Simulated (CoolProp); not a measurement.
Aqueous ammonia as a coolant, at 2 °C, 1 atm.

Computed with CoolProp (Melinder's fits for secondary coolants).

| mass % | freezing point (°C) | density (kg/m³) | viscosity (mPa s) | conductivity (W/(m K)) | Prandtl number |
|---|---|---|---|---|---|
| 5.7 | -7.0 | 977.5 | 1.81 | 0.525 | 14.5 |
| 7.4 | -9.5 | 971.2 | 1.83 | 0.515 | 14.9 |
| 9.1 | -12.1 | 965.2 | 1.85 | 0.505 | 15.4 |
| 10.8 | -15.0 | 959.4 | 1.88 | 0.496 | 16.0 |
| 12.5 | -18.1 | 953.8 | 1.93 | 0.486 | 16.7 |
| 14.2 | -21.5 | 948.4 | 1.98 | 0.476 | 17.5 |
| 15.9 | -25.3 | 943.1 | 2.03 | 0.467 | 18.3 |
| 17.6 | -29.6 | 937.9 | 2.07 | 0.459 | 19.1 |
| 19.3 | -34.3 | 932.9 | 2.10 | 0.451 | 19.7 |
| 21 | -39.7 | 927.9 | 2.12 | 0.444 | 20.2 |
| 22.7 | -45.8 | 923.1 | 2.12 | 0.438 | 20.5 |
| 24.5 | -53.2 | 918.0 | 2.11 | 0.432 | 20.7 |
